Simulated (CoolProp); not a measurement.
Vapour-liquid equilibrium of ethanol (1) + ethylbenzene (2) at 0.133 MPa; x and y are mole fractions of (1).

The numbers come from the multi-fluid Helmholtz-energy mixture model, Schroeder 2014 and Zhou 2012; pair parameters Bell 2016 in CoolProp.

```
x     bubble temperature (°C)  y at the bubble point  dew temperature at overall composition x (°C)  liquid density (mol/L)
----  -----------------------  ---------------------  ---------------------------------------------  ----------------------
0.05                    119.6                  0.531                                          144.6                   7.485
0.15                    100.2                  0.761                                          140.3                   8.062
0.25                     93.6                  0.818                                          135.6                   8.584
0.35                     91.0                  0.841                                          130.5                   9.140
0.45                     89.7                  0.853                                          124.8                   9.765
0.55                     88.9                  0.862                                          118.3                   10.49
0.65                     88.2                  0.872                                          110.6                   11.34
0.75                     87.4                  0.888                                          101.3                   12.34
0.85                     86.5                  0.915                                           90.0                   13.55
0.95                     85.8                  0.963                                           85.9                   15.00
```

No azeotrope shows between x = 0.05 and 0.95.

The pair parameters rest on a limited set of measurements; away from them the model extrapolates. With so large a gap from Raoult's law the liquid may split in two, which this calculation doesn't test in full.
